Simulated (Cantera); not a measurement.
An isothermal, constant-pressure homogeneous reactor starts with CH4 : H2 = 1 : 5 (molar parts), at 1625 K and 1.01 bar. Integrator tolerance rtol = 1e-08.

Detailed kinetics in Cantera: GRI-Mech 3.0 (53 species, 325 reactions). GRI-Mech 3.0 stops at C3 and has no aromatics, soot or wall deposition, so with more carbon than oxygen in the feed, carbon stays in small species such as C2H2 where larger ones or solid carbon would form.

### Question
What does this change do: pressure from 1.01 bar to 7.43 Torr?

### Answer
```json
[
 {"quantity": "x(CH4) at 6.00 s", "before": "0.0464 (gas-phase equilibrium 0.0464)", "after": "0.0163 (gas-phase equilibrium 0.000576)"},
 {"quantity": "x(H2) at 6.00 s", "before": "0.902 (gas-phase equilibrium 0.902)", "after": "0.919 (gas-phase equilibrium 0.928)"},
 {"quantity": "x(CH2) at 6.00 s", "before": "4.99e-9 (gas-phase equilibrium 4.99e-9)", "after": "1.22e-7 (gas-phase equilibrium 6.16e-9)"},
 {"quantity": "x(H) at 6.00 s", "before": "6.70e-5 (gas-phase equilibrium 6.70e-5)", "after": "0.000594 (gas-phase equilibrium 0.000688)"},
 {"quantity": "x(C2H4) at 6.00 s", "before": "0.00389 (gas-phase equilibrium 0.00389)", "after": "7.40e-5 (gas-phase equilibrium 5.81e-5)"},
 {"quantity": "x(C2H) at 6.00 s", "before": "1.36e-8 (gas-phase equilibrium 1.36e-8)", "after": "1.59e-7 (gas-phase equilibrium 2.02e-7)"}
]
```
Radical loss at walls, strong at low pressure, is not modelled.
